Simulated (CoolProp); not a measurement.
Saturated liquid density (kg/m³) of n-pentane: the reference equation beside estimates from Tc = 196.5 °C, pc = 33.68 bar, ω = 0.251. Rackett uses Z = 0.29056 − 0.08775 ω.

Values from CoolProp's reference Helmholtz-energy equation of state, Thol 2019.

| T (°C) | reference | Rackett | Redlich-Kwong |
|---|---|---|---|
| 31.35 | 614.8 | 614.5 | 541.8 |
| 40.45 | 605.4 | 604.9 | 532.0 |
| 49.55 | 595.9 | 595.1 | 521.8 |
| 58.55 | 586.2 | 585.2 | 511.4 |
| 67.65 | 576.1 | 574.8 | 500.4 |
| 76.65 | 565.7 | 564.2 | 489.0 |
| 85.75 | 554.9 | 553.1 | 477.0 |
| 94.75 | 543.8 | 541.7 | 464.5 |

Absolute difference from the reference over all 8 rows, mean and median: Rackett 0.2 and 0.2 %, Redlich-Kwong 13.1 and 13.0 %.
